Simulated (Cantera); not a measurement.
Input: 1 mol SiH₄, 25 mol NO, 0.61 mol H₂, at 6100 Pa.

Equilibrium computed with Cantera from the NASA thermochemical tables; the gas is ideal and each condensed phase is pure. Candidate condensed phases: H₂O, Si, SiO₂, Si₂N₂O, Si₃N₄; 35 gas species. The tables hold silica as quartz up to 1696 K and as liquid above; real silica turns to tridymite and cristobalite and melts near 1996 K. The numbers say what is thermodynamically allowed, not how fast it happens. All values below are at 1500 K.

Base state: N₂ 0.493, O₂ 0.402, H₂O 0.103, NO 0.00134, OH 0.000188, O 1.04e-5 (mole fractions); condensed: SiO₂(β-quartz).

Question: What changes in the equilibrium state with this change: H₂ from 0.61 to 73 mol?

Answer: 
```
species                before    after
-------------------  --------  -------
H₂                    1.24e-6    0.594
H₂O                     0.103    0.263
N₂                      0.493    0.143
O₂                      0.402    <1e-9
NO                    0.00134  3.85e-9
O                     1.04e-5    <1e-9
H                     7.95e-8  5.49e-5
OH                   0.000188  6.94e-7
SiO₂(β-quartz), mol      1.00    1.000
```
Gases not in the tables: Si(OH)₄.
